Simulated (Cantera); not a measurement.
A Cantera script and its output.

```python
import numpy as np
import cantera as ct

gas = ct.Solution("gri30.yaml")
gas.TPX = 1525, 25000, {'CH4': 1, 'O2': 4.55, 'N2': 17.1}
reactor = ct.IdealGasConstPressureReactor(gas, energy="on", clone=False)
net = ct.ReactorNet([reactor])
net.rtol, net.atol = 1e-08, 1e-16
show = ['CH4', 'O2', 'C2H2', 'C2H6', 'NO', 'CO']
times = np.geomspace(3e-06, 3, 15)

steps = ct.SolutionArray(gas, extra=["t"])
rows = []
print(f"{'t/s':>10s}{'T/K':>9s}{'P/Pa':>11s}" + "".join(f"{s:>11s}" for s in show))
for t in times:
    while net.time < t:
        t_next = net.step()
        steps.append(gas.state, t=t_next)
    rows.append([np.interp(t, steps.t, y) for y in (steps.T, steps.P, *steps(*show).X.T)])
    print(f"{t:10.3e}{rows[-1][0]:9.1f}{rows[-1][1]:11.4g}" + "".join(f"{x:11.3e}" for x in rows[-1][2:]))
rate = np.gradient(steps.T, steps.t)
print("integrator steps:", len(steps.t))
if steps.T.max() > steps.T[0] + 200:
    print(f"time of steepest temperature rise: {steps.t[rate.argmax()]:.4e} s")
gas.TPX = 1525, 25000, {'CH4': 1, 'O2': 4.55, 'N2': 17.1}
gas.equilibrate("HP")
print(f"equilibrium (HP): T = {gas.T:.1f} K  " + "  ".join(f"{s} {gas[s].X[0]:.3e}" for s in show))
```

It prints:

```
       t/s      T/K       P/Pa        CH4         O2       C2H2       C2H6         NO         CO
 3.000e-06   1525.0    2.5e+04  4.415e-02  2.009e-01  2.490e-21  6.289e-15  1.365e-17  2.603e-14
 8.048e-06   1525.0    2.5e+04  4.415e-02  2.009e-01  3.305e-19  1.569e-13  1.480e-16  6.797e-13
 2.159e-05   1525.0    2.5e+04  4.415e-02  2.009e-01  4.176e-17  4.180e-12  8.261e-16  1.213e-11
 5.792e-05   1525.0    2.5e+04  4.415e-02  2.009e-01  3.915e-15  1.023e-10  3.196e-15  2.000e-10
 1.554e-04   1525.0    2.5e+04  4.414e-02  2.009e-01  3.034e-13  2.584e-09  1.326e-14  4.009e-09
 4.168e-04   1525.0    2.5e+04  4.412e-02  2.009e-01  2.840e-11  8.932e-08  7.913e-14  1.163e-07
 1.118e-03   1525.4    2.5e+04  4.385e-02  2.007e-01  6.850e-09  7.562e-06  9.914e-13  9.275e-06
 3.000e-03   2113.0    2.5e+04  1.080e-19  1.077e-01  4.051e-24  2.446e-36  3.740e-05  1.041e-02
 8.048e-03   2316.9    2.5e+04  3.161e-20  1.095e-01  2.358e-24  3.828e-38  5.001e-04  4.499e-03
 2.159e-02   2338.1    2.5e+04  2.757e-20  1.093e-01  1.601e-24  1.851e-38  1.597e-03  3.609e-03
 5.792e-02   2334.3    2.5e+04  2.644e-20  1.081e-01  1.479e-24  1.717e-38  4.099e-03  3.549e-03
 1.554e-01   2328.0    2.5e+04  2.461e-20  1.061e-01  1.292e-24  1.511e-38  8.256e-03  3.452e-03
 4.168e-01   2323.7    2.5e+04  2.343e-20  1.048e-01  1.177e-24  1.384e-38  1.105e-02  3.387e-03
 1.118e+00   2323.3    2.5e+04  2.331e-20  1.046e-01  1.166e-24  1.372e-38  1.133e-02  3.381e-03
 3.000e+00   2323.3    2.5e+04  2.331e-20  1.046e-01  1.166e-24  1.372e-38  1.133e-02  3.381e-03
integrator steps: 1821
time of steepest temperature rise: 2.3734e-03 s
equilibrium (HP): T = 2323.3 K  CH4 3.560e-20  O2 1.046e-01  C2H2 1.349e-24  C2H6 2.740e-38  NO 1.133e-02  CO 3.381e-03
```

Cantera simulation using GRI-Mech 3.0 (53 species, 325 reactions); the numbers are that mechanism's predictions, not measurements.
